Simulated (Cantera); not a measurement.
Feed: 1 mol B, a varied amount of H₂O, 6.2 mol H₂, 0.3 mol O₂, equilibrated at 1600 K and 10.0 mbar.

Cantera equilibrium calculation (NASA polynomials, part measured and part estimated; ideal gas, pure solids and liquids). Candidate condensed phases: B, B₂O₃, B₃O₃H₃, H₂O; 23 gas species. Gases not in the tables: H₃BO₃. Kinetics and transport are ignored.

Problem. Which condensed phases are stable at each of these points (n(H₂O) (mol)): 0.78, 0.91, 1.1, 1.2, 1.4, 1.7, 2, 2.3, 2.7, 3.1, 3.6?

Solution. 
```json
[
 {"n(H₂O) (mol)": "0.78", "condensed phases": "B₂O₃(l)", "B condensed (%)": "40.9"},
 {"n(H₂O) (mol)": "0.91", "condensed phases": "B₂O₃(l)", "B condensed (%)": "51.3"},
 {"n(H₂O) (mol)": "1.1", "condensed phases": "B₂O₃(l)", "B condensed (%)": "37.9"},
 {"n(H₂O) (mol)": "1.2", "condensed phases": "B₂O₃(l)", "B condensed (%)": "27.4"},
 {"n(H₂O) (mol)": "1.4", "condensed phases": "B₂O₃(l)", "B condensed (%)": "6.9"},
 {"n(H₂O) (mol)": "1.7", "condensed phases": "gas only", "B condensed (%)": "0.0"},
 {"n(H₂O) (mol)": "2", "condensed phases": "gas only", "B condensed (%)": "0.0"},
 {"n(H₂O) (mol)": "2.3", "condensed phases": "gas only", "B condensed (%)": "0.0"},
 {"n(H₂O) (mol)": "2.7", "condensed phases": "gas only", "B condensed (%)": "0.0"},
 {"n(H₂O) (mol)": "3.1", "condensed phases": "gas only", "B condensed (%)": "0.0"},
 {"n(H₂O) (mol)": "3.6", "condensed phases": "gas only", "B condensed (%)": "0.0"}
]
```

From 0.78 mol H₂O to 1.4 mol H₂O the condensed part is B₂O₃(l). From 1.7 mol H₂O to 3.6 mol H₂O nothing is condensed.
